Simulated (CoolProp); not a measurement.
A single-stage vapour-compression cycle with n-pentane: evaporating at 297.15 K (dew point), condensing at 336.15 K (bubble point), superheat 10 K, subcooling 0 K, compressor efficiency 0.7, no pressure losses. Each further row changes one setting.

Model: reference Helmholtz-energy equation of state, Thol 2019, in CoolProp.

```
case                              cooling COP  pressure ratio  discharge temperature (K)  refrigerating effect (kJ/kg)  volumetric capacity (kJ/m³)
--------------------------------  -----------  --------------  -------------------------  ----------------------------  ---------------------------
as stated                                4.56            3.55                      346.2                           290                          556
evaporating temperature 302.15 K          ___            2.95                        ___                           298                          678
condensing temperature 331.15 K           ___             ___                      341.7                           303                          580
subcooling 5 K                            ___            3.55                      346.2                           303                          580
superheat 20 K                            ___            3.55                      356.3                           ___                          569
compressor efficiency 0.6                3.91            3.55                      351.6                           290                          556
```

Question: What belongs in the gaps?

Answer: 
- evaporating temperature 302.15 K, cooling COP: 5.44
- evaporating temperature 302.15 K, discharge temperature (K): 345.8
- condensing temperature 331.15 K, cooling COP: 5.37
- condensing temperature 331.15 K, pressure ratio: 3.08
- subcooling 5 K, cooling COP: 4.75
- superheat 20 K, cooling COP: 4.66
- superheat 20 K, refrigerating effect (kJ/kg): 308
